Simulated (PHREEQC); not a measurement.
# Polishing slurry liquid with silver or lead bath

Solution A (0.002 mol HNO3 and 0.021 mol CO2 per kg of water) is mixed with solution B (0.81 mmol/kgw PbCl2 and 15 mmol/kgw KBr) at 20 °C; shares are by mass of water, 1 kg in all. Oxygen alone is held at its pressure in air (log pO2 = -0.68). CO2 from the air is kept out. Nothing may precipitate in this run.

The series has 11 steps of share of solution B, from 0 to 1.

Model: ion-association model, wateq4f.dat, run in PHREEQC.

Between which two steps does the pH jump most, and from what to what?

Between share of solution B = 0.9 and 1: from 3.73 to 5.59.
